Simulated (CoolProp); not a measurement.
R141b at several states: Z from the reference equation and from simpler models built on Tc = 477.5 K, pc = 4.212 MPa, ω = 0.220; each cubic takes its own stable root.

Values from CoolProp's reference Helmholtz-energy equation of state, Lemmon 2006. It is a short technical equation, of lower accuracy than the large ones.

```
T (K)  p (MPa)   phase  reference
-----  -------  ------  ---------
248.2   0.0258  liquid   0.001102
332.3   0.0744     gas     0.9799
454.9     25.3  liquid     0.7743
310      0.405  liquid    0.01517
```

Question: How far does each simpler model (van der Waals, Redlich-Kwong) lie from the reference over these 4 states: mean and median of the absolute difference, and the worst?

Answer: 
- van der Waals: mean 23969.0 %, median 2987.5 %, worst +89900.0 % at 248.2 K and 0.0258 MPa
- Redlich-Kwong: mean 7.7 %, median 9.1 %, worst +12.1 % at 310 K and 0.405 MPa

At some of these states van der Waals gives the other phase, because its saturation line lies elsewhere.
